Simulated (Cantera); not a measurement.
Feed: 1 mol SiCl₄, 0.62 mol Cl₂, 1.5 mol H₂, at 400 °C and 1100000 Pa.

These are equilibrium values from Cantera (NASA tables, ideal gas, pure condensed phases), not measurements of a reactor. Candidate condensed phases: Si; 19 gas species. Kinetics and transport are ignored.

Base state: HCl 0.397, SiCl₄ 0.320, H₂ 0.282, SiHCl₃ 2.88e-5 (mole fractions); condensed: gas only.

Task: What changes in the equilibrium state with this change: temperature from 400 °C to 1027 °C?

Result: 
| species | before | after |
|---|---|---|
| HCl | 0.397 | 0.408 |
| SiCl₄ | 0.320 | 0.309 |
| H₂ | 0.282 | 0.271 |
| SiCl₃ | <1e-9 | 0.00180 |
| SiCl₂ | <1e-9 | 6.25e-5 |
| SiH₂Cl₂ | <1e-9 | 4.00e-5 |
| SiHCl₃ | 2.88e-5 | 0.00935 |
The tables' values for SiCl₃ are old estimates; treat these amounts as uncertain.

Task: What changes in the equilibrium state with this change: temperature from 400 °C to 1050 °C?

Result: 
```csv
species,before,after
HCl,0.397,0.410
SiCl₄,0.320,0.307
H₂,0.282,0.270
SiHCl₃,2.88e-5,0.0103
SiCl₃,<1e-9,0.00235
SiCl₂,<1e-9,9.87e-5
SiH₂Cl₂,<1e-9,4.92e-5
```
The tables' values for SiCl₃ are old estimates; treat these amounts as uncertain.
